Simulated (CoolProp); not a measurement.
Vapour-liquid equilibrium of CHF3 (R23) (1) + R134a (2) at 0.648 MPa; x and y are mole fractions of (1).

Model: multi-fluid Helmholtz-energy mixture model, Penoncello 2003 and Tillner-Roth 1994; pair parameters Bell 2016, in CoolProp.

```tsv
x	bubble temperature, mixture model (°C)	bubble temperature, Raoult's law (°C)	y, mixture model	y, Raoult's law
0.05	17.3	15.0	0.204	0.284
0.15	5.3	1.3	0.495	0.598
0.25	-4.5	-8.7	(withheld)	0.756
0.35	-12.6	-16.3	0.787	0.844
0.45	-19.4	-22.4	0.860	0.899
0.55	-25.0	-27.4	0.909	0.934
0.65	-29.8	-31.6	(withheld)	0.958
0.75	-34.0	-35.2	0.965	0.975
0.85	-37.6	-38.3	(withheld)	0.987
0.95	-40.8	-41.0	0.995	0.996
```

Task: What belongs in the gaps?

Result: 
- 0.25, y, mixture model: 0.675
- 0.65, y, mixture model: 0.942
- 0.85, y, mixture model: 0.982

The largest gap from Raoult's law is +4.2 K in bubble temperature, at x = 0.25. No azeotrope shows between x = 0.05 and 0.95.

Pair parameters are fitted to limited data, so mixtures are less certain than the pure fluids.
